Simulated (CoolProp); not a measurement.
The numbers come from the reference Helmholtz-energy equation of state, de Reuck 1993 in CoolProp.

### Question
For methanol, give the phase and the speed of sound (m/s), Prandtl number at 317.2 K and 1270 kPa; 305 K and 14.9 kPa.

### Answer
- 317.2 K and 1270 kPa: liquid; speed of sound 1050, Prandtl number 5.70
- 305 K and 14.9 kPa: gas; speed of sound 306, Prandtl number 1.24

Viscosity comes from a separate model (Xiang 2006). Thermal conductivity comes from a separate model (Sykioti 2013).
